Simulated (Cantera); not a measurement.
Cantera run:

```python
import numpy as np
import cantera as ct

gas_names = """
    H HNO HNO2 HNO3 HO2 H2 H2O H2O2 N NH NH2 NH3 NH2OH NO NO2 NO3 N2 N2H2 N2H4 N2O O OH O2 O3
""".split()
cond_names = """
    H2O(s) H2O(L)
""".split()


# ... load() reads the species with a 1 bar reference pressure and builds the phases ...
atoms = {
    'H2O': {'H': 2, 'O': 1},
    'H2': {'H': 2},
    'N2': {'N': 2},
}
top_T = {}  # K; cautious upper limits of use, not melting points


# ... equilibrate(T, P, feed) seeds the gas with the atoms and calls Mixture.equilibrate('TP', solver="vcs", rtol=1e-11, max_steps=5000) ...
results = []
feed = {'H2O': 1, 'H2': 2.1, 'N2': 13}  # mol
T = 2923.15  # K
for P in [10, 65, 420, 2700, 17000, 110000, 720000, 4700000, 30000000]:
    mix = equilibrate(T, P, feed)
    results.append((T, P, feed, dict(zip(mix.species_names, mix.species_moles))))
    x = sorted(zip(gas.X, gas.species_names), reverse=True)
    print(f"T = {T:g} K  P = {P:g} Pa  gas = {mix.phase_moles(0):.4g} mol")
    print("   x: " + "  ".join(f"{s} {v:.3e}" for v, s in x if v > 1e-06))
    print("   condensed (mol): " + ("  ".join(f"{mix.phase(i).name} {mix.phase_moles(i):.4g}"
          for i in range(1, mix.n_phases) if mix.phase_moles(i) > 1e-12) or "none"))
```

Result:

```
T = 2923.15 K  P = 10 Pa  gas = 20.19 mol
   x: N2 6.434e-01  H 3.058e-01  O 4.883e-02  N 6.718e-04  H2 6.086e-04  NO 4.835e-04  OH 1.572e-04  O2 3.196e-05  H2O 1.001e-06
   condensed (mol): none
T = 2923.15 K  P = 65 Pa  gas = 20.09 mol
   x: N2 6.464e-01  H 3.000e-01  O 4.719e-02  H2 3.807e-03  NO 1.194e-03  OH 9.683e-04  N 2.641e-04  O2 1.939e-04  H2O 3.934e-05
   condensed (mol): none
T = 2923.15 K  P = 420 Pa  gas = 19.63 mol
   x: N2 6.609e-01  H 2.692e-01  O 4.051e-02  H2 1.981e-02  OH 4.820e-03  NO 2.634e-03  H2O 1.135e-03  O2 9.235e-04  N 1.051e-04
   condensed (mol): none
T = 2923.15 K  P = 2700 Pa  gas = 18.38 mol
   x: N2 7.053e-01  H 1.832e-01  H2 5.896e-02  O 2.275e-02  H2O 1.220e-02  OH 1.184e-02  NO 3.875e-03  O2 1.872e-03  N 4.281e-05
   condensed (mol): none
T = 2923.15 K  P = 17000 Pa  gas = 17.14 mol
   x: N2 7.570e-01  H2 9.365e-02  H 9.199e-02  H2O 3.574e-02  OH 1.097e-02  O 6.664e-03  NO 2.951e-03  O2 1.012e-03  N 1.767e-05  NH 1.236e-06
   condensed (mol): none
T = 2923.15 K  P = 110000 Pa  gas = 16.51 mol
   x: N2 7.866e-01  H2 1.132e-01  H2O 5.178e-02  H 3.977e-02  OH 5.682e-03  NO 1.417e-03  O 1.234e-03  O2 2.245e-04  N 7.083e-06  NH 1.386e-06
   condensed (mol): none
T = 2923.15 K  P = 720000 Pa  gas = 16.26 mol
   x: N2 7.992e-01  H2 1.231e-01  H2O 5.826e-02  H 1.621e-02  OH 2.396e-03  NO 5.778e-04  O 1.951e-04  O2 3.674e-05  N 2.790e-06  NH3 1.997e-06  NH 1.456e-06  NH2 1.149e-06
   condensed (mol): none
T = 2923.15 K  P = 4.7e+06 Pa  gas = 16.16 mol
   x: N2 8.042e-01  H2 1.274e-01  H2O 6.064e-02  H 6.454e-03  OH 9.596e-04  NO 2.281e-04  O 3.006e-05  NH3 1.378e-05  O2 5.690e-06  NH2 3.049e-06  NH 1.486e-06  N 1.096e-06
   condensed (mol): none
T = 2923.15 K  P = 3e+07 Pa  gas = 16.12 mol
   x: N2 8.062e-01  H2 1.291e-01  H2O 6.154e-02  H 2.571e-03  OH 3.829e-04  NO 9.054e-05  NH3 8.979e-05  NH2 7.813e-06  O 4.717e-06  NH 1.498e-06
   condensed (mol): none
```

Cantera equilibrium calculation (NASA polynomials, part measured and part estimated; ideal gas, pure solids and liquids). The ideal-gas law is rough above about 30 bar.
